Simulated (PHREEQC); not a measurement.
Silver or lead bath (model solution)

Make-up at 25 °C: 0.0019 mol Pb(NO3)2 and 0.0031 mol HNO3 per kg of water. Closed to the air; pH follows from the charge balance.

Model: ion-association model, phreeqc.dat, run in PHREEQC.

Each row changes one thing in this solution. This is a speciation only: nothing precipitates in the calculation.

```tsv
case	pH	ionic strength (mol/kgw)
as made	2.55	0.00856
HNO3 from 0.0031 to 0.00279 mol/kgw	2.59	(withheld)
diluted 5-fold with water	3.23	0.00175
diluted 2-fold with water	2.84	(withheld)
HNO3 replaced by Ca(NO3)2 at the same molality	5.32	0.0147
Pb(NO3)2 replaced by Sr(NO3)2 at the same molality	2.55	0.00880
diluted 10-fold with water	3.52	0.000877
temperature from 25 to 45 °C	2.55	0.00856
Pb(NO3)2 replaced by Fe(NO3)3 at the same molality	2.42	0.0125
```

**Question.** Some entries are withheld; supply them.

**Answer.** 
- HNO3 from 0.0031 to 0.00279 mol/kgw, ionic strength (mol/kgw): 0.00826
- diluted 2-fold with water, ionic strength (mol/kgw): 0.00433

Some of these states are supersaturated (in Hematite (slow to form), Goethite (slow to form), for instance). Away from 25 °C the constants follow the database's enthalpies or fits; those with neither stay at their 25 °C values.
